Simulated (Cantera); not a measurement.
Input (Python, Cantera) and output of one run.

```python
import numpy as np
import cantera as ct

gas_names = """
    C CO CO2 C2 C2O C3 C3O2 C4 C5 O O2 O3 Pb PbO Pb2
""".split()
cond_names = """
    C(gr) Pb(cr) Pb(L) PbO(rd) PbO(yw) PbO(L) PbO2(s) Pb3O4(s)
""".split()


# ... load() reads the species with a 1 bar reference pressure and builds the phases ...
atoms = {
    'PbO': {'Pb': 1, 'O': 1},
    'C': {'C': 1},
    'CO': {'C': 1, 'O': 1},
}
top_T = {'C(gr)': 4500, 'Pb3O4(s)': 820}  # K; cautious upper limits of use, not melting points


# ... equilibrate(T, P, feed) seeds the gas with the atoms and calls Mixture.equilibrate('TP', solver="vcs", rtol=1e-11, max_steps=5000) ...
results = []
T = 1248.15  # K
P = 210  # Pa
for m in [0.85, 0.95, 1.1, 1.2, 1.4, 1.5, 1.7, 1.9, 2.2, 2.4, 2.8, 3.1, 3.5]:
    feed = {'PbO': 1, 'C': m, 'CO': 0.019}  # mol
    mix = equilibrate(T, P, feed)
    results.append((T, P, feed, dict(zip(mix.species_names, mix.species_moles))))

top = {s: max(r[3][s] / sum(r[3][g] for g in gas_names) for r in results) for s in gas_names}
cols = sorted((s for s in top if top[s] > 1e-06), key=lambda s: -top[s])[:7]
seen = [c for c in cond_names if any(r[3].get(c, 0) > 1e-12 for r in results)]
print("log10 of partial pressures in bar; condensed amounts in mol")
print(f"{'n(C)':>10s}" + "".join(f"{s[:9]:>10s}" for s in cols + seen))
for T, P, feed, n in results:
    ng = sum(n[g] for g in gas_names)
    print(f"{feed['C']:10.4g}" + "".join(f"{np.log10(max(n[s] / ng * P / 1e5, 1e-99)):10.3f}" for s in cols)
          + "".join(f"{n.get(c, 0):10.4g}" for c in seen))
```

Output:

```
log10 of partial pressures in bar; condensed amounts in mol
      n(C)        Pb        CO       CO2       Pb2       PbO     C(gr)
      0.85    -2.949    -3.093    -3.773    -7.238    -7.722         0
      0.95    -2.972    -3.009    -4.273    -7.283    -8.329         0
       1.1    -2.983    -2.975    -7.956    -7.305   -12.056       0.1
       1.2    -2.983    -2.975    -7.956    -7.305   -12.056       0.2
       1.4    -2.983    -2.975    -7.956    -7.305   -12.056       0.4
       1.5    -2.983    -2.975    -7.956    -7.305   -12.056       0.5
       1.7    -2.983    -2.975    -7.956    -7.305   -12.056       0.7
       1.9    -2.983    -2.975    -7.956    -7.305   -12.056       0.9
       2.2    -2.983    -2.975    -7.956    -7.305   -12.056       1.2
       2.4    -2.983    -2.975    -7.956    -7.305   -12.056       1.4
       2.8    -2.983    -2.975    -7.956    -7.305   -12.056       1.8
       3.1    -2.983    -2.975    -7.956    -7.305   -12.056       2.1
       3.5    -2.983    -2.975    -7.956    -7.305   -12.056       2.5
```

Cantera equilibrium calculation (NASA polynomials, part measured and part estimated; ideal gas, pure solids and liquids).
